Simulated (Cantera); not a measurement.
A closed system holds: 1 mol SiH2Cl2, 2.5 mol NH3, held at 577 °C and 0.00140 bar.

Method: chemical equilibrium by Gibbs-energy minimisation in Cantera with the NASA 1993 tables (ideal gas, pure condensed phases). Candidate condensed phases: NH4Cl, Si, Si3N4; 28 gas species. Equilibrium is a limit: real reactors are often held back by kinetics, nucleation or transport.

Base state: H2 0.606, HCl 0.291, N2 0.0966, SiCl4 0.00641, SiHCl3 2.22e-5 (mole fractions); condensed: Si3N4(s).

What changes in the equilibrium state with this change: NH3 from 2.5 to 12 mol?


| species | before | after |
|---|---|---|
| H2 | 0.606 | 0.711 |
| N2 | 0.0966 | 0.211 |
| HCl | 0.291 | 0.0789 |
| SiCl4 | 0.00641 | 1.50e-5 |
| SiHCl3 | 2.22e-5 | 2.25e-7 |
| Si3N4(s), mol | 0.320 | 0.333 |

What changes in the equilibrium state with this change: temperature from 577 °C to 1650 °C?


```tsv
species	before	after
H2	0.606	0.588
N2	0.0966	0.174
HCl	0.291	0.127
SiCl2	2.05e-8	0.0723
H	<1e-9	0.0193
Si	<1e-9	0.0121
SiCl	<1e-9	0.00329
Cl	<1e-9	0.00314
SiH	<1e-9	0.000284
Si2	<1e-9	0.000103
Si3N4(s), mol	0.320	0
Si(l), mol	0	0.364
```
The tables' values for SiCl, SiCl3, SiN are old estimates; treat these amounts as uncertain. Gases not in the tables: Si2H6 and higher silanes.
